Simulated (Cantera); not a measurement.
## Counterflow diffusion flame

A counterflow diffusion flame at 101000 Pa, nozzles 20 mm apart: fuel side 59.2 % CH4, 19.5 % H2, 21.3 % N2 at 450 K, oxidiser side 22.0 % O2, 78.0 % N2 at 675 K, fuel mass flux 0.91 times the oxidiser's; mixture-averaged transport, no radiation.

Detailed kinetics in Cantera: GRI-Mech 3.0 (53 species, 325 reactions). GRI-Mech 3.0 has no aromatics or soot, which form on the fuel side of real flames. The maximum strain rate includes the flame's own expansion and is several times the mean.

| oxidiser flux (kg/m²/s) | max strain (1/s) | mean strain (1/s) | T max (K) | peak x OH | peak x H | peak x NO | peak x CO | peak x C2H2 |
|---|---|---|---|---|---|---|---|---|
| 0.61 | 492 | 123 | 2202 | 0.0117 | 0.00699 | 0.000299 | 0.0553 | 0.0120 |
| 0.86 | 676 | 174 | 2182 | 0.0115 | 0.00734 | 0.000266 | 0.0543 | 0.0114 |
| 1.2 | 926 | 242 | 2169 | 0.0115 | 0.00776 | 0.000237 | 0.0538 | 0.0111 |
| 1.7 | 1290 | 343 | 2148 | 0.0113 | 0.00810 | 0.000202 | 0.0531 | 0.0106 |
| 2.4 | 1780 | 484 | 2127 | 0.0110 | 0.00842 | 0.000168 | 0.0528 | 0.00997 |
| 3.4 | 2490 | 686 | 2101 | 0.0105 | 0.00863 | 0.000132 | 0.0527 | 0.00913 |
| 4.8 | 3450 | 969 | 2071 | 0.00994 | 0.00871 | 9.75e-5 | 0.0528 | 0.00807 |
| 6.8 | 4810 | 1370 | 2032 | 0.00908 | 0.00853 | 6.50e-5 | 0.0531 | 0.00665 |
x: mole fraction; the columns are a selection and need not sum to one.
